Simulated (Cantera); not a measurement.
Input (Python, Cantera) and output of one run.

```python
import numpy as np
import cantera as ct

gas_names = """
    F FO FO2 F2 F2O H HF HOF HO2 H2 H2F2 H2O H2O2 H3F3 H4F4 H5F5 H6F6 H7F7 O OH O2 O3 Si SiF SiF2 SiF3
    SiF4 SiH SiHF3 SiH2 SiH2F2 SiH3 SiH3F SiH4 SiO SiO2 Si2 Si3
""".split()
cond_names = """
    H2O(s) H2O(L) Si(cr) Si(L) SiO2(Lqz) SiO2(hqz) SiO2(L)
""".split()


# ... load() reads the species with a 1 bar reference pressure and builds the phases ...
atoms = {
    'SiO2': {'Si': 1, 'O': 2},
    'F2': {'F': 2},
    'H2': {'H': 2},
}
top_T = {}  # K; cautious upper limits of use, not melting points


# ... equilibrate(T, P, feed) seeds the gas with the atoms and calls Mixture.equilibrate('TP', solver="vcs", rtol=1e-11, max_steps=5000) ...
results = []
feed = {'SiO2': 1, 'F2': 1.7, 'H2': 1.2}  # mol
T = 798.15  # K
P = 16  # Pa
mix = equilibrate(T, P, feed)
results.append((T, P, feed, dict(zip(mix.species_names, mix.species_moles))))
print(gas.report(threshold=0.001))
for i in range(1, mix.n_phases):
    print(f"{mix.phase(i).name:16s} {mix.phase_moles(i):12.5e} mol")
```

Result:

```
       temperature   798.15 K
          pressure   16 Pa
           density   8.2299e-05 kg/m^3
  mean mol. weight   34.135 kg/kmol
   phase of matter   gas

                          1 kg             1 kmol
                     ---------------   ---------------
          enthalpy       -1.2763e+07       -4.3565e+08  J
   internal energy       -1.2957e+07       -4.4229e+08  J
           entropy              9270        3.1643e+05  J/K
    Gibbs function       -2.0162e+07       -6.8821e+08  J
 heat capacity c_p            1235.8             42184  J/K
 heat capacity c_v            992.25             33870  J/K

                      mass frac. Y      mole frac. X     chem. pot. / RT
                     ---------------   ---------------   ---------------
                HF           0.36203           0.61769            -72.45
               H2O          0.069836           0.13232            -71.41
                O2          0.086158          0.091911           -37.116
              SiF4           0.48197           0.15807           -291.59
     [  +34 minor]        1.0308e-08         1.274e-08

Si(cr)            0.00000e+00 mol
SiO2(Lqz)         5.70037e-01 mol
```

These are equilibrium values from Cantera (NASA tables, ideal gas, pure condensed phases), not measurements of a reactor.
